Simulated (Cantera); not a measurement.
Input: 1 mol C₆H₆, 0.14 mol H₂O, 0.41 mol N₂, held at 1.33 mbar.

These are equilibrium values from Cantera (NASA tables, ideal gas, pure condensed phases), not measurements of a reactor. Candidate condensed phases: C, C₆H₆, C₇H₈, C₈H₁₈, H₂O; 136 gas species. The numbers say what is thermodynamically allowed, not how fast it happens.

x: gas mole fraction; n: condensed amount in mol.

```csv
T (°C),x H,x H₂,x C₃,x N₂,x C,x CO,x C₂,x CN,x HCN,n C(graphite)
2100,0.290,0.573,4.63e-5,0.0886,1.98e-5,0.0324,4.17e-6,0.000276,0.0114,5.77
2150,0.349,0.517,0.000108,0.0847,4.19e-5,0.0313,9.82e-6,0.000425,0.0121,5.76
2200,0.413,0.457,0.000244,0.0807,8.58e-5,0.0301,2.23e-5,0.000639,0.0127,5.74
2250,0.478,0.395,0.000531,0.0766,0.000171,0.0288,4.92e-5,0.000944,0.0130,5.72
2300,0.543,0.333,0.00112,0.0725,0.000331,0.0275,0.000105,0.00137,0.0131,5.70
2350,0.605,0.275,0.00230,0.0686,0.000625,0.0263,0.000217,0.00196,0.0130,5.66
2400,0.660,0.221,0.00460,0.0649,0.00115,0.0251,0.000438,0.00275,0.0127,5.61
2450,0.705,0.173,0.00893,0.0614,0.00208,0.0240,0.000859,0.00382,0.0122,5.50
2500,0.740,0.132,0.0169,0.0578,0.00367,0.0229,0.00164,0.00523,0.0114,5.30
2550,0.759,0.0976,0.0314,0.0541,0.00634,0.0218,0.00308,0.00704,0.0105,4.95
2600,0.758,0.0694,0.0568,0.0498,0.0108,0.0205,0.00563,0.00930,0.00935,(withheld)
2650,0.731,0.0464,0.101,0.0444,0.0179,0.0188,0.0101,0.0119,0.00791,(withheld)
2700,0.663,0.0278,0.175,0.0370,0.0293,0.0164,0.0177,0.0147,0.00612,(withheld)
2750,0.658,0.0201,0.177,0.0355,0.0397,0.0159,0.0215,0.0161,0.00468,(withheld)
```

Question: Fill in the missing entries.

Answer: 
- 2600, n C(graphite): 4.27
- 2650, n C(graphite): 2.99
- 2700, n C(graphite): 0.356
- 2750, n C(graphite): 0
